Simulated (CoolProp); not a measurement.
Aqueous ethylene glycol as a coolant, 28 % by mass, freezing at -13.1 °C, 1 atm.

The numbers come from the Melinder's fits for secondary coolants in CoolProp.

| T (°C) | density (kg/m³) | conductivity (W/(m K)) | Prandtl number | viscosity (mPa s) |
|---|---|---|---|---|
| -6.2 | 1043 | 0.447 | 42.7 | 5.19 |
| 2.9 | 1041 | 0.456 | 29.5 | 3.63 |
| 11.9 | 1038 | 0.465 | 21.2 | 2.65 |
| 21 | 1035 | 0.474 | 15.8 | 2.00 |
| 30.1 | 1031 | 0.483 | 12.2 | 1.56 |
| 39.2 | 1027 | 0.491 | 9.67 | 1.25 |
